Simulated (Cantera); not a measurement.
A Cantera script and what it prints.

```python
import numpy as np
import cantera as ct

gas_names = """
    B BH BH2 BH3 BN BO BO2 B2 B2O B2O2 B2O3 B3O3H3 H HBO HBO2 HNO HNO2 HNO3 HO2 H2 H2O H2O2 H3B3O6 N NH
    NH2 NH3 NH2OH NO NO2 NO3 N2 N2H2 N2H4 N2O O OH O2 O3
""".split()
cond_names = """
    B(b) B(L) BN(s) B2O3(L) B3O3H3(cr) H2O(s) H2O(L)
""".split()


def load(file, names, dense=False):
    # The tables refer to 1 bar. Condensed volumes are neglected.
    table = {s.name: s for s in ct.Species.list_from_file(file)}
    out = []
    for n in names:
        d = dict(table[n].input_data)
        d["thermo"] = dict(d["thermo"], **{"reference-pressure": 1e5})
        if dense:
            d["equation-of-state"] = {"model": "constant-volume", "density": "1e6 g/cm^3"}
        out.append(ct.Species.from_dict(d))
    return out


gas = ct.Solution(thermo="ideal-gas", species=load("nasa_gas.yaml", gas_names))
cond = {s.name: ct.Solution(thermo="fixed-stoichiometry", species=[s], name=s.name)
        for s in load("nasa_condensed.yaml", cond_names, dense=True)}
atoms = {
    'B2O3': {'B': 2, 'O': 3},
    'H2O': {'H': 2, 'O': 1},
    'H2': {'H': 2},
    'N2': {'N': 2},
}
top_T = {'BN(s)': 3200}  # K; cautious upper limits of use, not melting points


def equilibrate(T, P, feed):
    n = {}
    for name, mol in feed.items():
        for a, k in atoms[name].items():
            n[a] = n.get(a, 0.0) + k * mol
    gas.TPX = T, P, n
    mass = sum(n.values()) * gas.mean_molecular_weight
    gas.equilibrate("TP")
    valid = [c for c in cond.values() if c.min_temp <= T <= top_T.get(c.name, c.max_temp)]
    mix = ct.Mixture([(gas, mass / gas.mean_molecular_weight)] + [(c, 0.0) for c in valid])
    mix.T, mix.P = T, P
    mix.equilibrate("TP", solver="vcs", rtol=1e-11, max_steps=5000)
    return mix


results = []
feed = {'B2O3': 1, 'H2O': 14, 'H2': 0.28, 'N2': 0.38}  # mol
T = 1148.15  # K
P = 28  # Pa
mix = equilibrate(T, P, feed)
results.append((T, P, feed, dict(zip(mix.species_names, mix.species_moles))))
print(gas.report(threshold=1e-06))
for i in range(1, mix.n_phases):
    print(f"{mix.phase(i).name:16s} {mix.phase_moles(i):12.5e} mol")
```

Output:

```
       temperature   1148.2 K
          pressure   28 Pa
           density   5.4453e-05 kg/m^3
  mean mol. weight   18.565 kg/kmol
   phase of matter   gas

                          1 kg             1 kmol
                     ---------------   ---------------
          enthalpy       -1.1104e+07       -2.0615e+08  J
   internal energy       -1.1618e+07        -2.157e+08  J
           entropy             16676        3.0958e+05  J/K
    Gibbs function        -3.025e+07        -5.616e+08  J
 heat capacity c_p            2338.2             43408  J/K
 heat capacity c_v            1890.3             35094  J/K

                      mass frac. Y      mole frac. X     chem. pot. / RT
                     ---------------   ---------------   ---------------
              B2O3        2.0858e-05        5.5624e-06            -147.8
              HBO2           0.05225          0.022138           -103.35
                H2         0.0020513           0.01889            -30.01
               H2O           0.90547           0.93311           -58.896
            H3B3O6         0.0015259         0.0002155           -310.04
                N2          0.038685          0.025637           -37.075
     [  +33 minor]        2.2631e-07        7.8469e-07

B(b)              0.00000e+00 mol
BN(s)             0.00000e+00 mol
B2O3(L)           8.31052e-01 mol
B3O3H3(cr)        0.00000e+00 mol
```

These are equilibrium values from Cantera (NASA tables, ideal gas, pure condensed phases), not measurements of a reactor. Gases not in the tables: H3BO3.
